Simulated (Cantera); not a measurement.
# Stirred combustor or abatement burner

A perfectly stirred reactor is fed with H2 : O2 : N2 = 1 : 0.658 : 2.47 (molar parts), at 3000 Torr; it is adiabatic with a 400 K inlet, and is followed from long to short residence time, starting on the burning branch (τ in s: 0.13, 0.073, 0.04, 0.022, 0.012, 0.0065, 0.0035, 0.0019, 0.0011, 0.00057, 0.00031, 0.00017, 9.3e-05).

Model: the H2/O2 subset of GRI-Mech 3.0, which has no nitrogen chemistry, integrated in Cantera. The hydrogen kinetics of GRI-Mech 3.0 are dated; newer H2 mechanisms differ, most at raised pressure.

```json
[
 {"τ (s)": "0.13", "T (K)": "2201", "x H2": "0.000785", "x O2": "0.0428", "x H2O2": "3.86e-7", "x HO2": "4.24e-6", "x H2O": "0.272", "x OH": "0.00397"},
 {"τ (s)": "0.073", "T (K)": "2200", "x H2": "0.000803", "x O2": "0.0428", "x H2O2": "3.88e-7", "x HO2": "4.27e-6", "x H2O": "0.272", "x OH": "0.00400"},
 {"τ (s)": "0.040", "T (K)": "2200", "x H2": "0.000837", "x O2": "0.0427", "x H2O2": "3.91e-7", "x HO2": "4.33e-6", "x H2O": "0.272", "x OH": "0.00406"},
 {"τ (s)": "0.022", "T (K)": "2199", "x H2": "0.000897", "x O2": "0.0427", "x H2O2": "3.97e-7", "x HO2": "4.45e-6", "x H2O": "0.272", "x OH": "0.00416"},
 {"τ (s)": "0.012", "T (K)": "2197", "x H2": "0.00100", "x O2": "0.0427", "x H2O2": "4.08e-7", "x HO2": "4.66e-6", "x H2O": "0.272", "x OH": "0.00433"},
 {"τ (s)": "0.0065", "T (K)": "2194", "x H2": "0.00119", "x O2": "0.0427", "x H2O2": "4.27e-7", "x HO2": "5.05e-6", "x H2O": "0.271", "x OH": "0.00461"},
 {"τ (s)": "0.0035", "T (K)": "2190", "x H2": "0.00151", "x O2": "0.0427", "x H2O2": "4.61e-7", "x HO2": "5.74e-6", "x H2O": "0.271", "x OH": "0.00506"},
 {"τ (s)": "0.0019", "T (K)": "2182", "x H2": "0.00201", "x O2": "0.0427", "x H2O2": "5.14e-7", "x HO2": "6.92e-6", "x H2O": "0.270", "x OH": "0.00571"},
 {"τ (s)": "0.0011", "T (K)": "2172", "x H2": "0.00268", "x O2": "0.0428", "x H2O2": "5.84e-7", "x HO2": "8.61e-6", "x H2O": "0.268", "x OH": "0.00646"},
 {"τ (s)": "0.00057", "T (K)": "2155", "x H2": "0.00387", "x O2": "0.0430", "x H2O2": "7.00e-7", "x HO2": "1.18e-5", "x H2O": "0.266", "x OH": "0.00758"},
 {"τ (s)": "0.00031", "T (K)": "2132", "x H2": "0.00547", "x O2": "0.0433", "x H2O2": "8.44e-7", "x HO2": "1.64e-5", "x H2O": "0.263", "x OH": "0.00877"},
 {"τ (s)": "0.00017", "T (K)": "2101", "x H2": "0.00762", "x O2": "0.0438", "x H2O2": "1.03e-6", "x HO2": "2.31e-5", "x H2O": "0.259", "x OH": "0.0100"},
 {"τ (s)": "9.3e-5", "T (K)": "2059", "x H2": "0.0104", "x O2": "0.0447", "x H2O2": "1.26e-6", "x HO2": "3.26e-5", "x H2O": "0.254", "x OH": "0.0112"}
]
```
x: mole fraction; the columns are a selection and need not sum to one.
